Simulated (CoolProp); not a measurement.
Saturation properties of methanol (Tc = 513.4 K, pc = 8.216 MPa, ω = 0.565).

Model: reference Helmholtz-energy equation of state, de Reuck 1993, in CoolProp.

```csv
T (K),p (MPa),enthalpy of vaporisation (kJ/kg),vapour Z,surface tension (mN/m),liquid viscosity (µPa s),vapour viscosity (µPa s)
300.2,…,1166,0.9746,22.0,528,9.68
315.1,0.03887,1142,0.9655,20.7,430,10.1
330.1,0.07476,1115,0.9541,19.5,356,10.6
345.1,0.1350,1086,0.9399,18.2,300,11.0
360.1,0.2307,1054,0.9224,16.8,255,11.5
375,0.3748,1017,0.9009,15.4,219,11.9
390,0.5862,975.6,0.8744,13.9,189,12.3
405,0.8840,927.9,0.8420,12.4,163,12.6
420,1.291,872.7,0.8027,10.8,142,13.0
434.9,1.831,809.9,0.7569,9.10,123,13.4
449.9,2.538,…,0.7068,7.33,106,13.9
464.9,3.439,665.2,0.6578,5.50,90.7,14.5
479.9,…,579.8,0.6001,3.65,76.6,15.5
494.9,5.969,450.5,0.5008,1.83,62.6,17.6
```

Q: What belongs in the gaps?

A: 
- 300.2, p (MPa): 0.01887
- 449.9, enthalpy of vaporisation (kJ/kg): 739.6
- 479.9, p (MPa): 4.563

It boils at 337.6 K under 1 atm.

Viscosity comes from a separate model (Xiang 2006). Surface tension comes from a separate correlation (Mulero 2012).
